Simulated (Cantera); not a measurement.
Mixture: 25.1 % CH₃OH, 18.8 % O₂, 48.9 % N₂, 7.27 % H₂O, equivalence ratio 2.0, at 100000 Pa, adiabatic and at constant pressure. Ignition delay is the time to a rise of 400 K.

Model: GRI-Mech 3.0 (53 species, 325 reactions), integrated in Cantera. GRI-Mech 3.0 was tuned for natural gas; its chemistry of methanol as a main component is partial and can be far from experiment.

Q: Predict: delay at 1275 K; delay at 1325 K; delay at 1375 K; delay at 1425 K; delay at 1475 K; delay at 1525 K; apparent activation energy between 1425 and 1525 K.

A: 
- delay at 1275 K = 1.99 ms
- delay at 1325 K = 0.991 ms
- delay at 1375 K = 0.524 ms
- delay at 1425 K = 0.293 ms
- delay at 1475 K = 0.172 ms
- delay at 1525 K = 0.106 ms
- apparent activation energy between 1425 and 1525 K = 180 kJ/mol
